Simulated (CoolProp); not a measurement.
Ammonia along the isotherm 159.25 °C: Z from the reference equation and from simpler models built on Tc = 132.4 °C, pc = 11.36 MPa, ω = 0.256; each cubic takes its own stable root.

Model: reference Helmholtz-energy equation of state, Gao 2020, in CoolProp.

```tsv
p (MPa)	phase	reference	Redlich-Kwong	Soave-Redlich-Kwong
2.37	gas	?	0.9389	0.9410
4.73	gas	0.8681	0.8732	0.8780
7.1	gas	0.7925	0.8004	0.8089
9.47	gas	?	0.7178	0.7320
11.8	supercritical	0.6113	0.6212	0.6451
14.2	supercritical	0.4913	0.4955	0.5401
16.6	supercritical	0.3610	0.3931	0.4425
18.9	supercritical	0.3071	0.3761	0.4083
21.3	supercritical	0.3036	0.3844	0.4081
23.7	supercritical	0.3138	0.4008	0.4203
26	supercritical	?	0.4196	0.4367
28.4	supercritical	?	0.4408	0.4564
```

Question: Some entries are withheld; supply them.

Answer: 
- 2.37, reference: 0.9365
- 9.47, reference: 0.7078
- 26, reference: 0.3281
- 28.4, reference: 0.3450
